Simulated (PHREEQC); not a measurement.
Solution A (0.001 mol HF, 0.0043 mol (CH3)4NF and 0.0089 mol H2SO4 per kg of water) is mixed with solution B (0.11 mol NH3 and 0.0046 mol K2SiO3 per kg of water) at 20 °C; shares are by mass of water, 1 kg in all. Oxygen is held at 0.21 atm. No CO2 enters from the air. Solids allowed: SiO2(a). Others were left out.

Model: ion-association model, wateq4f.dat, run in PHREEQC.

| share of solution B | pH | H3SiO4- (mol/kgw) | HF (mol/kgw) | F- (mol/kgw) | SO4-2 (mol/kgw) | SiF6-2 (mol/kgw) |
|---|---|---|---|---|---|---|
| 0 | 2.02 | 0 | 0.00473 | 0.000419 | 0.00572 | 0 |
| 0.1 | 2.89 | 9.27e-12 | 0.00150 | 0.000988 | 0.00695 | 0.000377 |
| 0.2 | 9.29 | 0.000202 | 2.54e-9 | 0.00424 | 0.00648 | 0 |
| 0.3 | 9.78 | 0.000636 | 7.31e-10 | 0.00371 | 0.00573 | 0 |
| 0.4 | 10.07 | 0.00115 | 3.18e-10 | 0.00318 | 0.00495 | 0 |
| 0.5 | 10.33 | 0.00172 | 1.49e-10 | 0.00265 | 0.00417 | 0 |
| 0.6 | 10.59 | 0.00232 | 6.62e-11 | 0.00212 | 0.00337 | 0 |
| 0.7 | 10.89 | 0.00293 | 2.49e-11 | 0.00159 | 0.00255 | 0 |
| 0.8 | 11.26 | 0.00350 | 7.16e-12 | 0.00106 | 0.00171 | 0 |
| 0.9 | 11.59 | 0.00396 | 1.67e-12 | 0.000530 | 0.000855 | 0 |
| 1 | 11.82 | 0.00437 | 0 | 0 | 0 | 0 |

Species that the database lacks are ignored. (CH3)4N+ isn't in the database: it is added as a free cation with an ion size of 4 Å. SiF6-2 is the database's only silicon fluoride.
